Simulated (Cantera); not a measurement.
Source: NASA polynomial tables (part measured, part estimated), evaluated in Cantera. Values are per mole of reaction as written; species without (g) are pure solids or liquids, kept so even where they would boil at 1 bar.

Task: Between 548 and 1298 K, where is each reaction favourable under standard conditions?
- 3 NO2(g) + 6 CrO3(g) ⇌ 8 O3(g) + 3 Cr2N

Result: 
- 3 NO2(g) + 6 CrO3(g) ⇌ 8 O3(g) + 3 Cr2N: ΔG° is 2523 kJ at 548 K and 2624 kJ at 1298 K; it stays positive (K < 1). ΔH° is 2490 kJ and ΔS° -103 J/K at 1298 K.
